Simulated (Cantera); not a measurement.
Charge: 1 mol BN, 40 mol H2, equilibrated at 9.50 mbar.

Cantera equilibrium calculation (NASA polynomials, part measured and part estimated; ideal gas, pure solids and liquids). Candidate condensed phases: B, BN; 15 gas species. Mutual solubility and eutectic melting of coexisting phases are not modelled. Rates play no part.

Task: Which condensed phases are stable at each of these points (T (°C)): 575, 725, 875, 1025, 1175, 1325, 1475, 1625, 1775?

Result: 
| T (°C) | condensed phases | B condensed (%) |
|---|---|---|
| 575 | BN(s) | 100.0 |
| 725 | BN(s) | 100.0 |
| 875 | BN(s) | 100.0 |
| 1025 | BN(s) | 100.0 |
| 1175 | BN(s) | 100.0 |
| 1325 | BN(s) | 99.9 |
| 1475 | B(s) + BN(s) | 99.6 |
| 1625 | B(s) + BN(s) | 99.0 |
| 1775 | B(s) | 97.4 |

From 575 °C to 1325 °C the condensed part is BN(s). From 1475 °C to 1625 °C the condensed part is B(s) + BN(s). At 1775 °C the condensed part is B(s).
